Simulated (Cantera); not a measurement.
Input: 1 mol Cu, 7.5 mol F₂, 3.4 mol N₂, held at 375 °C and 0.0293 Torr.

Method: chemical equilibrium by Gibbs-energy minimisation in Cantera with the NASA 1993 tables (ideal gas, pure condensed phases). Candidate condensed phases: Cu, CuF₂; 11 gas species. Rates play no part.

Base state: F₂ 0.591, N₂ 0.330, F 0.0578, NF₃ 0.0211 (mole fractions); condensed: CuF₂(s).

### Question
What changes in the equilibrium state with this change: temperature from 375 °C to 750 °C?

### Answer
| species | before | after |
|---|---|---|
| F | 0.0578 | 0.745 |
| N₂ | 0.330 | 0.196 |
| CuF₂ | 1.36e-8 | 0.0576 |
| F₂ | 0.591 | 0.00144 |
| NF₃ | 0.0211 | <1e-9 |
| CuF₂(s), mol | 1.00 | 0 |
